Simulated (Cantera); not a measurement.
A freely propagating, adiabatic, planar premixed flame of 41.6 % H2, 12.2 % O2, 46.2 % N2, unburnt at 700 K and 0.523 atm; mixture-averaged transport, grid criteria slope 0.08 and curve 0.16, no radiation.

Computed with Cantera and the H2/O2 subset of GRI-Mech 3.0, which has no nitrogen chemistry. Burning velocities carry a grid error of a few per cent, more on coarse grids.

Predict: laminar burning velocity; thermal thickness; peak x(OH); peak x(H2O2); peak x(HO2).


```
Quantity                     Result
------------------------  ---------
laminar burning velocity  1120 cm/s
thermal thickness           1.11 mm
peak x(OH)                   0.0101
peak x(H2O2)                1.50e-6
peak x(HO2)                0.000112
```
